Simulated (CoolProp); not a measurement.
A simple Rankine cycle with R1224YDZ: condensing at 288.15 K, boiler at 2.19 MPa, turbine inlet 420.2 K, turbine efficiency 0.85, pump efficiency 0.7, no recuperator. Each further row changes one setting.

Values from CoolProp's reference Helmholtz-energy equation of state, Akasaka 2023.

```
case                             thermal efficiency (%)  net work (kJ/kg)  heat in (kJ/kg)  turbine exit temperature (K)  volume ratio over the turbine
-------------------------------  ----------------------  ----------------  ---------------  ----------------------------  -----------------------------
as stated                                          17.7        (withheld)              255                         337.7                           24.6
turbine inlet 440.2 K                              17.7              49.6              280                         361.2                           22.9
condensing temperature 280.15 K              (withheld)              49.9       (withheld)                         331.3                           33.4
boiler pressure 1.53 MPa                           16.3              43.4              267                         353.4                           15.4
turbine efficiency 0.75                      (withheld)        (withheld)              255                         344.2                           25.1
```

Q: Some entries are withheld; supply them.

A: 
- as stated, net work (kJ/kg): 45.1
- condensing temperature 280.15 K, thermal efficiency (%): 18.9
- condensing temperature 280.15 K, heat in (kJ/kg): 264
- turbine efficiency 0.75, thermal efficiency (%): 15.5
- turbine efficiency 0.75, net work (kJ/kg): 39.6
